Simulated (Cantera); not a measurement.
An isothermal, constant-pressure homogeneous reactor starts with H₂ : O₂ = 0.015 : 1 (molar parts), equivalence ratio 0.0075, at 1400 K and 0.0267 bar.

Detailed kinetics in Cantera: the H2/O2 subset of GRI-Mech 3.0, which has no nitrogen chemistry. Radical loss at walls, strong at low pressure, is not modelled.

One state of this run: x H₂ = 0.00245; x O₂ = 0.974; x H₂O₂ = 7.18e-8; x H₂O = 0.0101; x HO₂ = 1.75e-6. x: mole fraction; the columns are a selection and need not sum to one.

Problem. Which value of t (s) does it belong to?
A) 0.00159
B) 17.7
C) 0.282
D) 0.00447

Solution. A, 0.00159
